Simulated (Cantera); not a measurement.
A Cantera script and its output.

```python
import numpy as np
import cantera as ct

gas = ct.Solution("h2o2.yaml")
gas.TPX = 1025, 25000, {'H2': 0.34, 'O2': 1, 'N2': 16}
reactor = ct.IdealGasConstPressureReactor(gas, energy="off", clone=False)
net = ct.ReactorNet([reactor])
net.rtol, net.atol = 1e-08, 1e-18
show = ['H2', 'O2', 'H2O', 'H2O2', 'H']
times = np.geomspace(2e-05, 70, 15)

steps = ct.SolutionArray(gas, extra=["t"])
rows = []
print(f"{'t/s':>10s}{'T/K':>9s}{'P/Pa':>11s}" + "".join(f"{s:>11s}" for s in show))
for t in times:
    while net.time < t:
        t_next = net.step()
        steps.append(gas.state, t=t_next)
    rows.append([np.interp(t, steps.t, y) for y in (steps.T, steps.P, *steps(*show).X.T)])
    print(f"{t:10.3e}{rows[-1][0]:9.1f}{rows[-1][1]:11.4g}" + "".join(f"{x:11.3e}" for x in rows[-1][2:]))
rate = np.gradient(steps.T, steps.t)
print("integrator steps:", len(steps.t))
if steps.T.max() > steps.T[0] + 200:
    print(f"time of steepest temperature rise: {steps.t[rate.argmax()]:.4e} s")
gas.TPX = 1025, 25000, {'H2': 0.34, 'O2': 1, 'N2': 16}
gas.equilibrate("TP")
print(f"equilibrium (TP): T = {gas.T:.1f} K  " + "  ".join(f"{s} {gas[s].X[0]:.3e}" for s in show))
```

Result:

```
       t/s      T/K       P/Pa         H2         O2        H2O       H2O2          H
 2.000e-05   1025.0    2.5e+04  1.961e-02  5.767e-02  3.087e-13  4.138e-16  7.455e-12
 5.868e-05   1025.0    2.5e+04  1.961e-02  5.767e-02  5.118e-12  3.655e-15  2.215e-11
 1.721e-04   1025.0    2.5e+04  1.961e-02  5.767e-02  8.189e-11  3.434e-14  9.744e-11
 5.050e-04   1025.0    2.5e+04  1.961e-02  5.767e-02  3.212e-09  5.347e-13  1.997e-09
 1.482e-03   1025.0    2.5e+04  1.959e-02  5.766e-02  1.401e-05  2.272e-09  7.956e-06
 4.347e-03   1025.0    2.5e+04  5.817e-04  4.845e-02  1.899e-02  6.274e-07  2.305e-04
 1.275e-02   1025.0    2.5e+04  7.389e-05  4.835e-02  1.971e-02  2.419e-07  2.938e-06
 3.742e-02   1025.0    2.5e+04  1.394e-05  4.834e-02  1.978e-02  8.153e-08  1.839e-07
 1.098e-01   1025.0    2.5e+04  1.888e-06  4.834e-02  1.980e-02  2.113e-08  1.234e-08
 3.221e-01   1025.0    2.5e+04  1.596e-07  4.834e-02  1.980e-02  4.886e-09  8.281e-10
 9.449e-01   1025.0    2.5e+04  1.012e-08  4.834e-02  1.980e-02  1.216e-09  8.006e-11
 2.772e+00   1025.0    2.5e+04  1.449e-09  4.834e-02  1.980e-02  3.556e-10  1.172e-11
 8.133e+00   1025.0    2.5e+04  4.061e-10  4.834e-02  1.980e-02  1.148e-10  2.092e-12
 2.386e+01   1025.0    2.5e+04  1.321e-10  4.834e-02  1.980e-02  3.925e-11  4.173e-13
 7.000e+01   1025.0    2.5e+04  5.219e-11  4.834e-02  1.980e-02  1.508e-11  1.054e-13
integrator steps: 1736
equilibrium (TP): T = 1025.0 K  H2 3.279e-11  O2 4.834e-02  H2O 1.980e-02  H2O2 8.378e-12  H 5.023e-14
```

Detailed kinetics in Cantera: the H2/O2 subset of GRI-Mech 3.0, which has no nitrogen chemistry.
